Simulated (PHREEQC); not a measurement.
Make-up at 25 °C: 0.12 mol NaHSO4 and 0.0004 mol CuCl2 per kg of water. Closed to the air; pH follows from the charge balance.

Model: ion-association model, wateq4f.dat, run in PHREEQC.

pH: 1.39
ionic strength: 0.209 mol/kgw
total alkalinity: -120 meq/kg

| species | molality | activity | log γ |
|---|---|---|---|
| Na+ | 0.113 | 0.0837 | -0.130 |
| HSO4- | 0.0688 | 0.0500 | -0.139 |
| H+ | 0.0512 | 0.0407 | -0.099 |
| SO4-2 | 0.0439 | 0.0126 | -0.541 |
| NaSO4- | 0.00712 | 0.00530 | -0.129 |
| Cl- | 0.000800 | 0.000567 | -0.150 |

This is a speciation only: nothing precipitates in the calculation. Species that the database lacks are ignored.
